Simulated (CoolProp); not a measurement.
Properties of C3F8 (R218) along the isobar 0.101 MPa.

The numbers come from the reference Helmholtz-energy equation of state, Lemmon 2006 in CoolProp. It is a short technical equation, of lower accuracy than the large ones.

```json
[
 {"T (K)": "330.3", "phase": "gas", "isothermal compressibility (1/MPa)": "10.05", "fugacity coefficient": "0.9855"},
 {"T (K)": "337.7", "phase": "gas", "isothermal compressibility (1/MPa)": "10.04", "fugacity coefficient": "0.9866"},
 {"T (K)": "345", "phase": "gas", "isothermal compressibility (1/MPa)": "10.03", "fugacity coefficient": "0.9876"},
 {"T (K)": "352.4", "phase": "gas", "isothermal compressibility (1/MPa)": "10.02", "fugacity coefficient": "0.9884"},
 {"T (K)": "359.8", "phase": "gas", "isothermal compressibility (1/MPa)": "10.01", "fugacity coefficient": "0.9893"},
 {"T (K)": "367.2", "phase": "gas", "isothermal compressibility (1/MPa)": "10.00", "fugacity coefficient": "0.9900"},
 {"T (K)": "374.6", "phase": "gas", "isothermal compressibility (1/MPa)": "9.995", "fugacity coefficient": "0.9907"},
 {"T (K)": "382", "phase": "gas", "isothermal compressibility (1/MPa)": "9.989", "fugacity coefficient": "0.9913"},
 {"T (K)": "389.4", "phase": "gas", "isothermal compressibility (1/MPa)": "9.983", "fugacity coefficient": "0.9919"}
]
```
